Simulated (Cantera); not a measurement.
A closed system holds: 1 mol AlN, 0.21 mol H2O, 0.95 mol H2, held at 1923.15 K and 99.0 Pa.

These are equilibrium values from Cantera (NASA tables, ideal gas, pure condensed phases), not measurements of a reactor. Candidate condensed phases: Al, AlN, Al2O3, H2O; 35 gas species. The tables' values for AlOH are old estimates; treat these amounts as uncertain. The numbers say what is thermodynamically allowed, not how fast it happens.

Base state: H2 0.458, Al 0.233, N2 0.202, Al2O 0.0849, H 0.0203, AlH 0.00165, AlOH 4.94e-5, Al2 2.49e-5 (mole fractions); condensed: gas only.

Problem. What changes in the equilibrium state with this change: temperature from 1923.15 K to 873 K?

Solution. 
| species | before | after |
|---|---|---|
| H2 | 0.458 | 0.943 |
| N2 | 0.202 | 0.0569 |
| H | 0.0203 | 1.44e-9 |
| Al | 0.233 | <1e-9 |
| Al2O | 0.0849 | <1e-9 |
| AlH | 0.00165 | <1e-9 |
| AlOH | 4.94e-5 | <1e-9 |
| Al2 | 2.49e-5 | <1e-9 |
| AlN(s), mol | 0 | 0.860 |
| Al2O3(s), mol | 0 | 0.0700 |

Problem. What changes in the equilibrium state with this change: temperature from 1923.15 K to 2023 K?

Solution. 
```tsv
species	before	after
H2	0.458	0.443
Al	0.233	0.231
N2	0.202	0.200
H	0.0203	0.0402
Al2O	0.0849	0.0839
AlO	3.78e-6	2.00e-5
AlOH	4.94e-5	0.000117
```
